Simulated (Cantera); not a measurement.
A closed system holds: 1 mol AlN, 0.023 mol N2, at 2523 K and 1 atm.

These are equilibrium values from Cantera (NASA tables, ideal gas, pure condensed phases), not measurements of a reactor. Candidate condensed phases: Al, AlN; 5 gas species. The numbers say what is thermodynamically allowed, not how fast it happens.

Base state: N2 0.948, Al 0.0517, Al2 9.50e-5 (mole fractions); condensed: AlN(s).

**Question.** What changes in the equilibrium state with this change: AlN replaced by BN?

**Answer.** 
```
species       before    after
-----------  -------  -------
N2             0.948    1.000
B                  0  3.01e-5
BN                 0  1.12e-5
Al            0.0517        0
Al2          9.50e-5        0
AlN(s), mol    0.999        0
BN(s), mol         0    1.000
```
Further candidate phases: B, BN.

**Question.** What changes in the equilibrium state with this change: pressure from 1 atm to 5.40 Pa?

**Answer.** 
| species | before | after |
|---|---|---|
| Al | 0.0517 | 0.657 |
| N2 | 0.948 | 0.343 |
| N | 3.49e-7 | 2.88e-5 |
| Al2 | 9.50e-5 | 8.16e-7 |
| AlN(s), mol | 0.999 | 0 |

**Question.** What changes in the equilibrium state with this change: AlN replaced by Al2O3?

**Answer.** 
| species | before | after |
|---|---|---|
| N2 | 0.948 | 1.000 |
| NO | 0 | 2.97e-5 |
| Al | 0.0517 | 1.90e-5 |
| Al2 | 9.50e-5 | <1e-9 |
| AlN(s), mol | 0.999 | 0 |
| Al2O3(l), mol | 0 | 1.00 |
Further candidate phases: Al2O3.
